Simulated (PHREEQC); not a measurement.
Dissolve 0.1 mol K2CO3 and 0.17 mol KH2PO4 per kg of water at 25 °C. Closed to the air; pH follows from the charge balance.

Model: ion-association model, phreeqc.dat, run in PHREEQC.

```json
[
 {"quantity": "pH", "before": "6.96", "after": "4.42"},
 {"quantity": "ionic strength (mol/kgw)", "before": "0.455", "after": "0.171"},
 {"quantity": "K+ (mol/kgw)", "before": "0.356", "after": "0.170"}
]
```

Problem. What was changed between the two runs?
A) temperature from 25 to 35 °C
B) KH2PO4 left out
C) K2CO3 left out
D) KH2PO4 from 0.17 to 0.153 mol/kgw

Solution. C, K2CO3 left out

This is a speciation only: nothing precipitates in the calculation.
